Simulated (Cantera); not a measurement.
A freely propagating, adiabatic, planar premixed flame of 51.2 % H2, 10.2 % O2, 38.5 % N2, equivalence ratio 2.5, unburnt at 475 K and 1.80 bar; mixture-averaged transport, grid criteria slope 0.08 and curve 0.16, no radiation.

Detailed kinetics in Cantera: the H2/O2 subset of GRI-Mech 3.0, which has no nitrogen chemistry. Burning velocities carry a grid error of a few per cent, more on coarse grids.

x: mole fraction of selected species; z is measured from the peak of heat release.

```json
[
 {"z (mm)": "-0.595", "T (K)": "475", "u (m/s)": "5.72", "x H2": "0.512", "x O2": "0.102", "x H2O": "<1e-8", "x HO2": "<1e-8", "x H": "<1e-8", "x OH": "<1e-8"},
 {"z (mm)": "-0.397", "T (K)": "475", "u (m/s)": "5.72", "x H2": "0.512", "x O2": "0.102", "x H2O": "<1e-8", "x HO2": "<1e-8", "x H": "<1e-8", "x OH": "<1e-8"},
 {"z (mm)": "-0.298", "T (K)": "475", "u (m/s)": "5.72", "x H2": "0.512", "x O2": "0.102", "x H2O": "2.90e-8", "x HO2": "1.07e-8", "x H": "<1e-8", "x OH": "<1e-8"},
 {"z (mm)": "-0.198", "T (K)": "475", "u (m/s)": "5.72", "x H2": "0.512", "x O2": "0.102", "x H2O": "1.58e-6", "x HO2": "7.89e-7", "x H": "<1e-8", "x OH": "<1e-8"},
 {"z (mm)": "-0.0992", "T (K)": "(withheld)", "u (m/s)": "6.19", "x H2": "0.505", "x O2": "0.103", "x H2O": "(withheld)", "x HO2": "(withheld)", "x H": "(withheld)", "x OH": "(withheld)"},
 {"z (mm)": "-0.0496", "T (K)": "791", "u (m/s)": "9.15", "x H2": "0.473", "x O2": "0.0954", "x H2O": "0.0247", "x HO2": "0.000291", "x H": "0.00519", "x OH": "0.000608"},
 {"z (mm)": "0", "T (K)": "(withheld)", "u (m/s)": "13.2", "x H2": "(withheld)", "x O2": "(withheld)", "x H2O": "(withheld)", "x HO2": "(withheld)", "x H": "(withheld)", "x OH": "(withheld)"},
 {"z (mm)": "0.0496", "T (K)": "1432", "u (m/s)": "16.0", "x H2": "0.338", "x O2": "0.0278", "x H2O": "0.165", "x HO2": "4.50e-5", "x H": "0.0530", "x OH": "0.00193"},
 {"z (mm)": "0.0992", "T (K)": "1560", "u (m/s)": "17.4", "x H2": "0.309", "x O2": "0.00760", "x H2O": "0.204", "x HO2": "1.19e-5", "x H": "0.0615", "x OH": "0.00196"},
 {"z (mm)": "0.198", "T (K)": "1667", "u (m/s)": "18.5", "x H2": "0.305", "x O2": "0.000634", "x H2O": "0.219", "x HO2": "9.40e-7", "x H": "0.0563", "x OH": "0.00194"},
 {"z (mm)": "0.397", "T (K)": "1764", "u (m/s)": "19.5", "x H2": "0.313", "x O2": "7.38e-5", "x H2O": "0.221", "x HO2": "1.30e-7", "x H": "0.0438", "x OH": "0.00187"},
 {"z (mm)": "0.794", "T (K)": "1853", "u (m/s)": "20.3", "x H2": "0.321", "x O2": "3.68e-5", "x H2O": "0.223", "x HO2": "7.18e-8", "x H": "0.0311", "x OH": "0.00160"},
 {"z (mm)": "1.59", "T (K)": "1924", "u (m/s)": "21.0", "x H2": "0.328", "x O2": "1.76e-5", "x H2O": "0.225", "x HO2": "3.78e-8", "x H": "0.0206", "x OH": "0.00122"}
]
```

Some entries are withheld; supply them.


- -0.0992, T (K): 520
- -0.0992, x H2O: 0.00155
- -0.0992, x HO2: 0.000364
- -0.0992, x H: 0.000112
- -0.0992, x OH: 6.54e-5
- 0, T (K): 1167
- 0, x H2: 0.405
- 0, x O2: 0.0682
- 0, x H2O: 0.0866
- 0, x HO2: 0.000122
- 0, x H: 0.0274
- 0, x OH: 0.00111
